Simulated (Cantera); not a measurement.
Cantera run, input and output.

```python
import numpy as np
import cantera as ct

gas = ct.Solution("h2o2.yaml")
gas.TPX = 675, 130000, {'H2': 1, 'O2': 0.185, 'N2': 0.696}
flame = ct.FreeFlame(gas, width=0.033)
flame.set_refine_criteria(ratio=3, slope=0.08, curve=0.16)
flame.transport_model = "mixture-averaged"
flame.solve(loglevel=0, auto=True)
flame.transport_model = "multicomponent"
flame.soret_enabled = True
flame.solve(loglevel=0, refine_grid=True)
z, T = flame.grid, flame.T
thick = (T[-1] - T[0]) / np.gradient(T, z).max()
show = ['H2', 'O2', 'HO2', 'OH', 'O', 'H2O']
print(f"laminar burning velocity  {flame.velocity[0] * 100:.3f} cm/s")
print(f"burnt temperature         {T[-1]:.1f} K")
print(f"thermal thickness         {thick * 1e3:.4f} mm")
print(f"grid points               {len(z)}")
z0 = z[flame.heat_release_rate.argmax()]
print(f"{'z/mm':>9s}{'T/K':>9s}{'u/(m/s)':>9s}" + "".join(f"{s:>11s}" for s in show))
rows = []
for k in (-3, -2, -1.5, -1, -0.5, -0.25, 0, 0.25, 0.5, 1, 2, 4, 8):
    zz = z0 + k * thick
    rows.append([k * thick, np.interp(zz, z, T), np.interp(zz, z, flame.velocity),
                 *(np.interp(zz, z, flame.X[gas.species_index(s)]) for s in show)])
    print(f"{rows[-1][0] * 1e3:9.3f}{rows[-1][1]:9.1f}{rows[-1][2]:9.3f}" + "".join(f"{x:11.3e}" for x in rows[-1][3:]))
```

It prints:

```
laminar burning velocity  992.706 cm/s
burnt temperature         2151.8 K
thermal thickness         0.3555 mm
grid points               136
     z/mm      T/K  u/(m/s)         H2         O2        HO2         OH          O        H2O
   -1.067    675.0    9.927  5.316e-01  9.835e-02  3.998e-12  3.575e-17  4.559e-16  3.091e-13
   -0.711    675.0    9.927  5.316e-01  9.835e-02  6.712e-10  3.634e-14  4.321e-13  6.871e-11
   -0.533    675.0    9.927  5.316e-01  9.835e-02  2.613e-08  3.228e-12  3.470e-11  2.833e-09
   -0.356    675.1    9.927  5.315e-01  9.838e-02  4.072e-06  4.358e-09  1.385e-08  1.019e-06
   -0.178    710.2   10.295  5.221e-01  9.886e-02  2.266e-04  7.976e-05  2.154e-05  2.033e-03
   -0.089    906.6   12.820  4.895e-01  9.242e-02  1.450e-04  4.317e-04  3.343e-04  2.156e-02
    0.000   1258.9   17.490  4.038e-01  5.561e-02  6.463e-05  1.562e-03  2.072e-03  9.799e-02
    0.089   1496.7   20.715  3.314e-01  1.339e-02  1.524e-05  2.229e-03  1.581e-03  1.799e-01
    0.178   1597.7   22.042  3.174e-01  2.327e-03  2.532e-06  2.195e-03  6.742e-04  2.025e-01
    0.356   1696.7   23.281  3.225e-01  2.050e-04  2.273e-07  2.309e-03  4.096e-04  2.079e-01
    0.711   1800.0   24.530  3.327e-01  8.417e-05  1.031e-07  2.304e-03  2.983e-04  2.097e-01
    1.422   1899.9   25.705  3.429e-01  5.059e-05  6.610e-08  2.070e-03  1.859e-04  2.116e-01
    2.844   1986.8   26.701  3.517e-01  2.565e-05  3.721e-08  1.650e-03  9.620e-05  2.136e-01
```

Cantera simulation using the H2/O2 subset of GRI-Mech 3.0, which has no nitrogen chemistry; the numbers are that mechanism's predictions, not measurements. Burning velocities carry a grid error of a few per cent, more on coarse grids.
